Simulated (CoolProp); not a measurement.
A single-stage vapour-compression cycle with R113: evaporating at 285.15 K (dew point), condensing at 325.15 K (bubble point), superheat 5 K, subcooling 8 K, compressor efficiency 0.8, no pressure losses. Each further row changes one setting.

The numbers come from the reference Helmholtz-energy equation of state, Marx 1992 in CoolProp.

```tsv
case	cooling COP	pressure ratio	discharge temperature (K)	refrigerating effect (kJ/kg)	volumetric capacity (kJ/m³)
as stated	5.21	4.48	329.8	129	266
evaporating temperature 290.15 K	6.18	3.61	329.4	132	332
condensing temperature 320.15 K	[?]	[?]	325.3	134	275
subcooling 13 K	5.40	4.48	329.8	134	275
superheat 15 K	[?]	4.48	340.4	[?]	[?]
compressor efficiency 0.7	4.56	4.48	334.9	129	266
```

Task: What belongs in the gaps?

Result: 
- condensing temperature 320.15 K, cooling COP: 6.08
- condensing temperature 320.15 K, pressure ratio: 3.80
- superheat 15 K, cooling COP: 5.28
- superheat 15 K, refrigerating effect (kJ/kg): 135
- superheat 15 K, volumetric capacity (kJ/m³): 269
